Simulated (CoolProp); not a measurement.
CHF3 (R23) along the isotherm 463.5 K: density (kg/m³) from the reference equation and from simpler models built on Tc = 299.3 K, pc = 48.32 bar, ω = 0.263; each cubic takes its own stable root.

Computed with CoolProp (reference Helmholtz-energy equation of state, Penoncello 2003).

```tsv
p (bar)	phase	reference	ideal gas	Redlich-Kwong
7.25	gas	13.31	13.17	13.35
14.5	gas	26.89	26.34	27.04
21.7	gas	40.65	39.42	41.00
29	gas	54.88	52.69	55.51
36.2	gas	…	65.77	…
43.5	gas	83.96	79.03	85.40
50.7	supercritical	98.80	92.11	100.8
58	supercritical	114.1	105.4	116.7
65.2	supercritical	129.4	…	132.7
72.5	supercritical	145.2	131.7	149.2
```

Q: What belongs in the gaps?

A: 
- 36.2, reference: 69.19
- 36.2, Redlich-Kwong: 70.17
- 65.2, ideal gas: 118.5
